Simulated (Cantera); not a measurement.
A freely propagating, adiabatic, planar premixed flame of 19.0 % H2, 11.6 % O2, 50.9 % N2, 18.6 % H2O, unburnt at 525 K and 0.750 bar; multicomponent+Soret transport, grid criteria slope 0.08 and curve 0.16, no radiation.

Detailed kinetics in Cantera: the H2/O2 subset of GRI-Mech 3.0, which has no nitrogen chemistry. Burning velocities carry a grid error of a few per cent, more on coarse grids.

**Question.** Predict: laminar burning velocity; thermal thickness; peak x(OH); peak x(H); peak x(H2O2).

**Answer.** 
```json
{
 "laminar_burning_velocity": "187 cm/s",
 "thermal_thickness": "0.598 mm",
 "peak x(OH)": "0.00702",
 "peak x(H)": "0.0107",
 "peak x(H2O2)": "4.63e-5"
}
```
